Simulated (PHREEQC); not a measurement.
Leach liquor: an equilibrium model

Consider water at 65 °C with 0.011 mol/kgw HCl, 0.0002 mol/kgw CuSO4 and 3.9e-05 mol/kgw MnSO4. It is in equilibrium with CO2 at log p = 0 (atm). Otherwise closed; pH follows from the charge balance.

The numbers come from PHREEQC with the ion-association model, phreeqc.dat.

```json
{
 "pH": "2.01",
 "ionic_strength": "0.0116 mol/kgw",
 "specific_conductance": "8850 µS/cm",
 "total_alkalinity": "-11.0 meq/kg"
}
```

| species | molality | activity | log γ |
|---|---|---|---|
| CO2 | 0.0152 | 0.0152 | 0.001 |
| Cl- | 0.0110 | 0.00973 | -0.052 |
| H+ | 0.0109 | 0.00978 | -0.045 |
| Cu+2 | 0.000179 | 0.000114 | -0.195 |
| HSO4- | 0.000153 | 0.000136 | -0.052 |
| SO4-2 | 8.42e-5 | 5.29e-5 | -0.202 |
| Mn+2 | 3.75e-5 | 2.39e-5 | -0.195 |
| CuCl+ | 1.90e-5 | 1.68e-5 | -0.052 |
| (CO2)2 | 1.21e-5 | 1.22e-5 | 0.001 |
| CuSO4 | 1.57e-6 | 1.57e-6 | 0.001 |
| MnCl+ | 1.06e-6 | 9.48e-7 | -0.050 |
| HCO3- | 8.77e-7 | 7.83e-7 | -0.050 |
| MnSO4 | 4.40e-7 | 4.41e-7 | 0.001 |

No solid was allowed to form. Complexes and solids missing from the database can't appear. Constants without temperature data keep their 25 °C values here.
